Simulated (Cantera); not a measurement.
A perfectly stirred reactor is fed with CO : H2 : O2 : N2 = 1 : 0.16 : 1.14 : 3.75 (molar parts), equivalence ratio 0.51, at 11.0 bar; it is adiabatic with a 800 K inlet, and is followed from long to short residence time, starting on the burning branch (τ in s: 0.32, 0.12, 0.042, 0.015, 0.0054, 0.0019, 0.0007, 0.00025, 9.1e-05, 3.3e-05).

Cantera simulation using GRI-Mech 3.0 (53 species, 325 reactions); the numbers are that mechanism's predictions, not measurements. The hydrogen kinetics of GRI-Mech 3.0 are dated; newer H2 mechanisms differ, most at raised pressure.

What does this change do: O2 1.14 to 0.82 parts?


| quantity | before | after |
|---|---|---|
| blow-out, bracketed by the residence times tried | burning at 33.0 µs, the shortest tried | burning at 33.0 µs, the shortest tried |
| x(CO) at τ = 0.320 s | 0.00158 | 0.00380 |
| x(H2) at τ = 0.320 s | 4.51e-5 | 0.000105 |
| x(O2) at τ = 0.320 s | 0.0983 | 0.0444 |
| x(OH) at τ = 0.320 s | 0.00152 | 0.00166 |
| x(N2O) at τ = 0.320 s | 1.57e-6 | 1.29e-6 |
| x(CO) at τ = 1.90 ms | 0.00455 | 0.00860 |
| x(H2) at τ = 1.90 ms | 0.000105 | 0.000220 |
| x(O2) at τ = 1.90 ms | 0.103 | 0.0493 |
| x(OH) at τ = 1.90 ms | 0.00218 | 0.00233 |
| x(N2O) at τ = 1.90 ms | 2.73e-6 | 2.20e-6 |

What does this change do: pressure from 11.0 bar to 5.10 bar?


```csv
quantity,before,after
"blow-out, bracketed by the residence times tried","burning at 33.0 µs, the shortest tried","burning at 33.0 µs, the shortest tried"
x(CO) at τ = 0.320 s,0.00158,0.00225
x(H2) at τ = 0.320 s,4.51e-5,6.43e-5
x(O2) at τ = 0.320 s,0.0983,0.0988
x(OH) at τ = 0.320 s,0.00152,0.00181
x(N2O) at τ = 0.320 s,1.57e-6,1.06e-6
x(CO) at τ = 1.90 ms,0.00455,0.00866
x(H2) at τ = 1.90 ms,0.000105,0.000216
x(O2) at τ = 1.90 ms,0.103,0.104
x(OH) at τ = 1.90 ms,0.00218,0.00311
x(N2O) at τ = 1.90 ms,2.73e-6,2.26e-6
```
